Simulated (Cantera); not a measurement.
Feed: 1 mol CO₂, 5.3 mol H₂, held at 0.100 bar.

Cantera equilibrium calculation (NASA polynomials, part measured and part estimated; ideal gas, pure solids and liquids). Candidate condensed phases: C, C₆H₆, C₇H₈, C₈H₁₈, H₂O; 110 gas species. Kinetics and transport are ignored. All values below are at 3298 K.

Base state: H 0.558, H₂ 0.235, CO 0.104, O 0.0408, H₂O 0.0299, OH 0.0290, O₂ 0.00202, CO₂ 0.00166 (mole fractions); condensed: gas only.

Question: What changes in the equilibrium state with this change: H₂ from 5.3 to 0.041 mol?

Answer: 
```tsv
species	before	after
CO	0.104	0.506
O	0.0408	0.290
O₂	0.00202	0.102
H	0.558	0.0316
H₂	0.235	0.000757
H₂O	0.0299	0.000685
CO₂	0.00166	0.0575
OH	0.0290	0.0117
```

Question: What changes in the equilibrium state with this change: CO₂ replaced by SF₆?

Answer: 
| species | before | after |
|---|---|---|
| HF | 0 | 0.521 |
| H | 0.558 | 0.300 |
| S | 0 | 0.0814 |
| H₂ | 0.235 | 0.0679 |
| CO | 0.104 | 0 |
| O | 0.0408 | 0 |
| H₂O | 0.0299 | 0 |
| OH | 0.0290 | 0 |
| F | 0 | 0.0232 |
| SH | 0 | 0.00485 |
| S₂ | 0 | 0.00212 |
| O₂ | 0.00202 | 0 |
| CO₂ | 0.00166 | 0 |
Further candidate phases: S.
